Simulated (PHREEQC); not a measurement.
PHREEQC input (ion-association model, wateq4f.dat):

```
SOLUTION_MASTER_SPECIES
  An  An-  0  An  62.0  # stands for a non-complexing anion
SOLUTION_SPECIES
  An- = An-
    -log_k 0
    -gamma 3.0 0
PHASES
  Fix_H+
    H+ = H+
    -log_k 0
SOLUTION 1
  temp 25
  units mmol/kgw
  pH 7 charge
  Cl 0.052
  Cu(2) 0.026
  B 0.00012
  Na 10
  An 10
END
SELECTED_OUTPUT 1
  -reset false
  -pH true
  -pe true
  -ionic_strength true
  -water true
  -totals B Cl Cu Na Cu(1) Cu(2)
  -molalities Hfo_wOH Hfo_wOH2+ Hfo_wO- Hfo_sOH Hfo_sOH2+ Hfo_sO- Hfo_wH2BO3 Hfo_sOCu+ Hfo_wOCu+
  -saturation_indices Cu(OH)2 Atacamite Halite
USER_PUNCH 1
  -headings sigma psi
  10 PUNCH EDL("sigma", "Hfo"), EDL("psi", "Hfo")
PRINT
  -reset false
USE solution 1
SURFACE 1
  Hfo_wOH 6.74157e-05 600 0.03
  Hfo_sOH 1.68539e-06
EQUILIBRIUM_PHASES 1
  Fix_H+ -4 HAn 10
    -force_equality true
  O2(g) -0.68 10
END
# ... the last block is repeated for the other 16 points of pH, with NaOH or the acid as the point needs
```

Selected output (columns that matter, 17 of 17 rows; pH added in front):

```
pH	mu	B	Cu	Na	m_Hfo_wOH	m_Hfo_wOH2+	m_Hfo_wO-	m_Hfo_sOH	m_Hfo_sOH2+	si_Cu(OH)2	si_Atacamite	si_Halite	sigma	psi
4	0.010207	1.1999e-07	2.592e-05	0.01	2.7215e-05	3.976e-05	4.2675e-07	6.5374e-07	9.5507e-07	-5.3986	-9.1872	-7.9568	0.21635	0.18488
4.38	0.010139	1.1998e-07	2.5666e-05	0.01	3.4297e-05	3.2216e-05	8.3645e-07	7.2154e-07	6.7777e-07	-4.6425	-8.0547	-7.9565	0.17355	0.17375
4.75	0.010107	1.1998e-07	2.4968e-05	0.01	4.007e-05	2.5632e-05	1.435e-06	5.5615e-07	3.5576e-07	-3.9143	-6.9684	-7.9564	0.13705	0.16173
5.12	0.010089	1.1998e-07	2.3596e-05	0.01	4.4291e-05	1.9735e-05	2.2772e-06	2.635e-07	1.1741e-07	-3.1991	-5.9078	-7.9563	0.10703	0.14914
5.5	0.010073	1.1998e-07	2.0556e-05	0.01	4.6193e-05	1.3788e-05	3.5453e-06	9.4743e-08	2.828e-08	-2.5	-4.8896	-7.9562	0.084206	0.13695
5.88	0.01006	1.1998e-07	1.5063e-05	0.010008	4.4475e-05	7.9033e-06	5.7335e-06	4.0036e-08	7.1145e-09	-1.8794	-4.0285	-7.9558	0.070273	0.1278
6.25	0.010055	1.1998e-07	9.3459e-06	0.010022	3.9401e-05	3.9026e-06	9.1132e-06	2.2308e-08	2.2095e-09	-1.3656	-3.3708	-7.9552	0.06133	0.12092
6.62	0.010051	1.1998e-07	5.2317e-06	0.010034	3.3325e-05	1.9519e-06	1.3034e-05	1.4885e-08	8.718e-10	-0.9596	-2.9288	-7.9547	0.051897	0.11253
7	0.01005	1.1999e-07	3.2797e-06	0.010042	2.8806e-05	1.1594e-06	1.6396e-05	1.1695e-08	4.7069e-10	-0.6912	-2.772	-7.9543	0.040085	0.099693
7.38	0.01005	1.1999e-07	2.9155e-06	0.010046	2.647e-05	8.5976e-07	1.8669e-05	1.0566e-08	3.432e-10	-0.5539	-2.8774	-7.9541	0.028242	0.082722
7.75	0.010051	1.1999e-07	3.0786e-06	0.010049	2.5287e-05	7.2708e-07	2.0147e-05	1.017e-08	2.9243e-10	-0.4844	-3.1084	-7.954	0.018729	0.063966
8.12	0.010052	1.1999e-07	3.3185e-06	0.010051	2.4551e-05	6.5136e-07	2.1199e-05	9.985e-09	2.6491e-10	-0.4416	-3.3927	-7.9539	0.011396	0.044145
8.5	0.010055	1.1999e-07	3.5454e-06	0.010054	2.4008e-05	5.9965e-07	2.202e-05	9.8689e-09	2.465e-10	-0.4104	-3.7103	-7.9538	0.0054982	0.023216
8.88	0.01006	1.1999e-07	3.7528e-06	0.01006	2.3562e-05	5.6e-07	2.2712e-05	9.7816e-09	2.3248e-10	-0.385	-4.0396	-7.9535	0.00046119	0.0020133
9.25	0.010072	1.1999e-07	3.9603e-06	0.010073	2.3145e-05	5.2509e-07	2.3371e-05	9.7044e-09	2.2016e-10	-0.3615	-4.3625	-7.9531	-0.0043754	-0.01868
9.62	0.010099	1.2e-07	4.2058e-06	0.0101	2.2678e-05	4.8847e-07	2.412e-05	9.6225e-09	2.0726e-10	-0.3353	-4.6803	-7.952	-0.0099033	-0.039234
10	0.010165	1.2e-07	4.5411e-06	0.010167	2.208e-05	4.45e-07	2.5097e-05	9.5243e-09	1.9196e-10	-0.3021	-4.994	-7.9494	-0.017175	-0.060006
```

Complexes and solids missing from the database can't appear. The database's constant for dissolved Cu(OH)2 is higher than later reviews accept.
